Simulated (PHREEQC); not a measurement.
Make-up at 25 °C: 0.008 mol/kgw H2SO4, 0.029 mol/kgw LiCl and 0.2 mol/kgw MnSO4. Closed to the air; pH follows from the charge balance.

Computed with PHREEQC (ion-association model, phreeqc.dat).

Problem. The ionic strength comes out as 0.447 mol/kgw. What activity coefficients do Cl-, H+, SO4-2, LiSO4-, Li+ get?

Solution. Cl- 0.66, H+ 0.77, SO4-2 0.21, LiSO4- 0.69, Li+ 0.71.

No solid was allowed to form. Species that the database lacks are ignored.
